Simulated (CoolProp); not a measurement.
Vapour-liquid equilibrium of R143a (1) + propane (2) at 0.533 MPa; x and y are mole fractions of (1).

The numbers come from the multi-fluid Helmholtz-energy mixture model, Lemmon and Jacobsen 2000 and Lemmon 2009; pair parameters Bell 2016 in CoolProp.

```tsv
x	bubble temperature, mixture model (°C)	bubble temperature, Raoult's law (°C)	y, mixture model	y, Raoult's law
0.05	-0.6	3.4	0.153	0.064
0.2	-7.4	1.9	0.379	0.246
0.35	-9.8	0.5	0.479	0.413
0.5	-10.6	-0.8	0.548	0.566
0.65	-10.7	-2.1	0.619	0.708
0.8	-9.7	-3.3	0.723	0.839
0.95	-6.6	-4.4	0.906	0.961
```

The largest gap from Raoult's law is -10.3 K in bubble temperature, at x = 0.35. y crosses x between x = 0.5 and 0.65: the model has an azeotrope there.

The pair parameters rest on a limited set of measurements; away from them the model extrapolates.
